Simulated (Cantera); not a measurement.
## Thermodynamics of silicon oxide and oxynitride deposition, feed SiCl4 + O2 + H2

Feed: 1 mol SiCl4, 0.43 mol O2, a varied amount of H2, held at 723 K and 7.50 Torr.

These are equilibrium values from Cantera (NASA tables, ideal gas, pure condensed phases), not measurements of a reactor. Candidate condensed phases: H2O, Si, SiO2; 30 gas species. Equilibrium is a limit: real reactors are often held back by kinetics, nucleation or transport.

| n(H2) (mol) | x H2 | x HCl | x SiCl4 | x SiHCl3 | x SiCl3 | x SiH2Cl2 | n SiO2(α-quartz) |
|---|---|---|---|---|---|---|---|
| 5 | 0.644 | 0.268 | 0.0886 | 6.37e-5 | 9.84e-8 | 3.18e-9 | 0.430 |
| 5.9 | 0.688 | 0.235 | 0.0777 | 6.80e-5 | 1.02e-7 | 4.13e-9 | 0.430 |
| 6.9 | 0.725 | 0.207 | 0.0684 | 7.17e-5 | 1.04e-7 | 5.21e-9 | 0.430 |
| 8.1 | 0.760 | 0.181 | 0.0597 | 7.51e-5 | 1.07e-7 | 6.55e-9 | 0.430 |
| 9.5 | 0.790 | 0.157 | 0.0521 | 7.81e-5 | 1.09e-7 | 8.12e-9 | 0.430 |
| 11 | 0.816 | 0.138 | 0.0458 | 8.06e-5 | 1.11e-7 | 9.84e-9 | 0.430 |
| 13 | 0.841 | 0.119 | 0.0394 | 8.31e-5 | 1.12e-7 | 1.21e-8 | 0.430 |
| 15 | 0.861 | 0.105 | 0.0346 | 8.49e-5 | 1.14e-7 | 1.45e-8 | 0.430 |
| 18 | 0.882 | 0.0886 | 0.0292 | 8.70e-5 | 1.15e-7 | 1.79e-8 | 0.430 |
| 21 | 0.898 | 0.0768 | 0.0253 | 8.85e-5 | 1.16e-7 | 2.14e-8 | 0.430 |
| 25 | 0.913 | 0.0652 | 0.0215 | 8.99e-5 | 1.17e-7 | 2.61e-8 | 0.430 |
| 29 | 0.925 | 0.0566 | 0.0186 | 9.10e-5 | 1.17e-7 | 3.08e-8 | 0.430 |
| 34 | 0.935 | 0.0486 | 0.0160 | 9.19e-5 | 1.18e-7 | 3.66e-8 | 0.430 |
x: gas mole fraction; n: condensed amount in mol.

From 5 mol H2 to 34 mol H2 the condensed part is SiO2(α-quartz). The main Si-bearing gas is SiCl4 throughout.
